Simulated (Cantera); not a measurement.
Feed: 1 mol B2O3, 0.3 mol N2, equilibrated at 97.5 Torr.

Equilibrium computed with Cantera from the NASA thermochemical tables; the gas is ideal and each condensed phase is pure. Candidate condensed phases: B, BN, B2O3; 17 gas species. Equilibrium is a limit: real reactors are often held back by kinetics, nucleation or transport. All values below are at 1950 K.

Base state: N2 0.820, B2O3 0.179, BO2 0.000494, BO 0.000296, B2O2 0.000110 (mole fractions); condensed: B2O3(l).

Question: What changes in the equilibrium state with this change: 1.4 mol O2 added?

Answer: 
| species | before | after |
|---|---|---|
| O2 | 3.43e-7 | 0.657 |
| B2O3 | 0.179 | 0.179 |
| N2 | 0.820 | 0.140 |
| BO2 | 0.000494 | 0.0184 |
| B2O2 | 0.000110 | 7.92e-8 |
| O | 7.34e-7 | 0.00101 |
| B2O3(l), mol | 0.934 | 0.603 |
